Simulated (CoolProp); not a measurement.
A closed Brayton cycle with carbon dioxide: compressor inlet 310.15 K and 8.1 MPa, high pressure 27.3 MPa, turbine inlet 860 K, compressor efficiency 0.8, turbine efficiency 0.9, recuperator effectiveness 0.95 (on enthalpy, no pinch check). Each further row changes one setting.

Computed with CoolProp (reference Helmholtz-energy equation of state, Span 1996).

```json
[
 {"case": "as stated", "thermal efficiency (%)": "39.0", "net work (kJ/kg)": "115", "compressor to turbine work": "0.30", "compressor exit (K)": "386.3", "turbine exit (K)": "712.5"},
 {"case": "turbine inlet 810 K", "thermal efficiency (%)": "37.0", "net work (kJ/kg)": "104", "compressor to turbine work": "0.32", "compressor exit (K)": "386.3", "turbine exit (K)": "667.7"},
 {"case": "compressor inlet 320.15 K", "thermal efficiency (%)": "36.6", "net work (kJ/kg)": "98.0", "compressor to turbine work": "0.40", "compressor exit (K)": "421.0", "turbine exit (K)": "712.5"},
 {"case": "high pressure 23.2 MPa", "thermal efficiency (%)": "38.2", "net work (kJ/kg)": "103", "compressor to turbine work": "0.28", "compressor exit (K)": "375.6", "turbine exit (K)": "731.5"},
 {"case": "recuperator effectiveness 0.5", "thermal efficiency (%)": "24.7", "net work (kJ/kg)": "115", "compressor to turbine work": "0.30", "compressor exit (K)": "386.3", "turbine exit (K)": "712.5"}
]
```
